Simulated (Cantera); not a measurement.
Mixture: CO : H₂ : CH₄ : O₂ : N₂ = 1 : 0.21 : 0.44 : 0.928 : 5.57 (molar parts), equivalence ratio 1.6, at 1.01 bar, adiabatic and at constant pressure. Ignition delay is the time to a rise of 400 K.

Model: GRI-Mech 3.0 (53 species, 325 reactions), integrated in Cantera. Below about 1000 K GRI-Mech 3.0 lacks low-temperature oxidation paths.

Question: What does this change do: H2 0.21 to 0.27 parts?

Answer: 
```tsv
quantity	before	after
delay at 975 K	38.2 ms	28.1 ms
delay at 1125 K	9.00 ms	6.30 ms
delay at 1275 K	2.29 ms	1.67 ms
delay at 1425 K	0.675 ms	0.525 ms
delay at 1575 K	0.252 ms	0.207 ms
apparent activation energy between 1425 and 1575 K	120 kJ/mol	120 kJ/mol
```

Question: What does this change do: O2 0.928 to 1.3 parts?

Answer: 
| quantity | before | after |
|---|---|---|
| delay at 975 K | 38.2 ms | 20.7 ms |
| delay at 1125 K | 9.00 ms | 4.59 ms |
| delay at 1275 K | 2.29 ms | 1.24 ms |
| delay at 1425 K | 0.675 ms | 0.403 ms |
| delay at 1575 K | 0.252 ms | 0.166 ms |
| apparent activation energy between 1425 and 1575 K | 120 kJ/mol | 110 kJ/mol |
